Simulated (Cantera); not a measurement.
**Thermodynamics of metals in furnace atmospheres, feed Fe + H₂S + CO**

Input: 1 mol Fe, 1.3 mol H₂S, a varied amount of CO, held at 1025 K and 42.0 Pa.

Cantera equilibrium calculation (NASA polynomials, part measured and part estimated; ideal gas, pure solids and liquids). Candidate condensed phases: C, C₆H₆, C₇H₈, C₈H₁₈, Fe, Fe(CO)₅, FeO, Fe(OH)₂, Fe(OH)₃, FeS, FeSO₄, FeS₂, Fe₂O₃, Fe₂(SO₄)₃, Fe₃O₄, H₂O, H₂SO₄, S; 127 gas species. FeS: taken at fixed stoichiometry. Gases not in the tables: S₃ to S₇. Equilibrium is a limit: real reactors are often held back by kinetics, nucleation or transport.

| n(CO) (mol) | x CO | x H₂ | x H₂S | x S₂ | n FeS(s) |
|---|---|---|---|---|---|
| 0.38 | 0.220 | 0.616 | 0.147 | 0.0124 | 1.00 |
| 0.63 | 0.318 | 0.540 | 0.125 | 0.0116 | 1.00 |
| 1.1 | 0.447 | 0.439 | 0.0958 | 0.0104 | 1.00 |
| 1.8 | 0.568 | 0.345 | 0.0699 | 0.00899 | 1.00 |
| 3 | 0.685 | 0.253 | 0.0463 | 0.00730 | 1.00 |
| 5 | 0.781 | 0.177 | 0.0281 | 0.00555 | 1.00 |
| 8.4 | 0.855 | 0.118 | 0.0157 | 0.00389 | 1.00 |
| 14 | 0.907 | 0.0764 | 0.00825 | 0.00255 | 1.00 |
| 24 | 0.942 | 0.0473 | 0.00392 | 0.00150 | 1.00 |
| 39 | 0.963 | 0.0303 | 0.00190 | 0.000864 | 1.00 |
| 66 | 0.978 | 0.0185 | 0.000828 | 0.000440 | 1.00 |
x: gas mole fraction; n: condensed amount in mol.

From 0.38 mol CO to 66 mol CO the condensed part is FeS(s).
